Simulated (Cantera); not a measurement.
A Cantera script and what it prints.

```python
import numpy as np
import cantera as ct

gas_names = """
    H HO2 H2 H2O H2O2 O OH O2 O3
""".split()
cond_names = """
    H2O(s) H2O(L)
""".split()


# ... load() reads the species with a 1 bar reference pressure and builds the phases ...
atoms = {
    'H2O': {'H': 2, 'O': 1},
    'H2': {'H': 2},
}
top_T = {}  # K; cautious upper limits of use, not melting points


# ... equilibrate(T, P, feed) seeds the gas with the atoms and calls Mixture.equilibrate('TP', solver="vcs", rtol=1e-11, max_steps=5000) ...
results = []
feed = {'H2O': 1, 'H2': 0.08}  # mol
T = 2873.15  # K
for P in [10, 200, 3900, 77000, 1500000, 30000000]:
    mix = equilibrate(T, P, feed)
    results.append((T, P, feed, dict(zip(mix.species_names, mix.species_moles))))

top = {s: max(r[3][s] / sum(r[3][g] for g in gas_names) for r in results) for s in gas_names}
cols = sorted((s for s in top if top[s] > 0.001), key=lambda s: -top[s])[:9]
seen = [c for c in cond_names if any(r[3].get(c, 0) > 1e-12 for r in results)]
print("log10 of partial pressures in bar; condensed amounts in mol")
print(f"{'P/Pa':>10s}" + "".join(f"{s[:9]:>10s}" for s in cols + seen))
for T, P, feed, n in results:
    ng = sum(n[g] for g in gas_names)
    print(f"{P:10.4g}" + "".join(f"{np.log10(max(n[s] / ng * P / 1e5, 1e-99)):10.3f}" for s in cols)
          + "".join(f"{n.get(c, 0):10.4g}" for c in seen))
```

It prints:

```
log10 of partial pressures in bar; condensed amounts in mol
      P/Pa       H2O         H         O        H2        OH        O2
        10    -8.200    -4.169    -4.505    -6.381    -6.512    -6.724
       200    -4.498    -2.926    -3.289    -3.895    -4.052    -4.290
      3900    -1.910    -2.041    -2.470    -2.125    -2.349    -2.653
   7.7e+04    -0.265    -1.457    -1.993    -0.958    -1.288    -1.699
   1.5e+06     1.116    -0.910    -1.706     0.137    -0.454    -1.126
     3e+07     2.439    -0.297    -1.609     1.362     0.256    -0.932
```

Equilibrium computed with Cantera from the NASA thermochemical tables; the gas is ideal and each condensed phase is pure. The ideal-gas law is rough above about 30 bar.
